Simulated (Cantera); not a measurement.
Feed: 1 mol Si, 7.1 mol H2, 0.79 mol Cl2, held at 1202 °C and 5.70 bar.

Cantera equilibrium calculation (NASA polynomials, part measured and part estimated; ideal gas, pure solids and liquids). Candidate condensed phases: Si; 19 gas species. The tables' values for SiCl3 are old estimates; treat these amounts as uncertain. Kinetics and transport are ignored.

Base state: H2 0.886, HCl 0.0637, SiHCl3 0.0145, SiCl2 0.0144, SiCl4 0.0110, SiCl3 0.00683, SiH2Cl2 0.00300, SiH3Cl 0.000181 (mole fractions); condensed: Si(s).

**Question.** What changes in the equilibrium state with this change: H2 from 7.1 to 4.4 mol?

**Answer.** 
| species | before | after |
|---|---|---|
| H2 | 0.886 | 0.842 |
| HCl | 0.0637 | 0.0743 |
| SiHCl3 | 0.0145 | 0.0242 |
| SiCl4 | 0.0110 | 0.0225 |
| SiCl3 | 0.00683 | 0.0117 |
| SiCl2 | 0.0144 | 0.0206 |
| SiH2Cl2 | 0.00300 | 0.00408 |
| SiH3Cl | 0.000181 | 0.000201 |
| Si(s), mol | 0.618 | 0.591 |
